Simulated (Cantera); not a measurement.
A perfectly stirred reactor is fed with 7.83 % CH₄, 1.49 % C₂H₆, 1.10 % C₃H₈, 18.8 % O₂, 70.8 % N₂, equivalence ratio 1.4, at 500000 Pa; it is adiabatic with a 425 K inlet, and is followed from long to short residence time, starting on the burning branch (τ in s: 0.042, 0.024, 0.013, 0.0076, 0.0044, 0.0025, 0.0014, 0.0008, 0.00046, 0.00026, 0.00015, 8.4e-05, 4.8e-05).

Computed with Cantera and GRI-Mech 3.0 (53 species, 325 reactions).

One state of this run: T (K) = 2091; x CH₄ = 0.000608; x C₂H₆ = 4.45e-7; x C₃H₈ = 1.62e-7; x C₂H₂ = 0.000263; x C₂H₄ = 4.08e-6; x O = 1.26e-6. x: mole fraction; the columns are a selection and need not sum to one.

Task: Which value of τ (s) does it belong to?
A. 0.024
B. 0.0014
C. 0.00080
D. 0.013

Result: A, 0.024
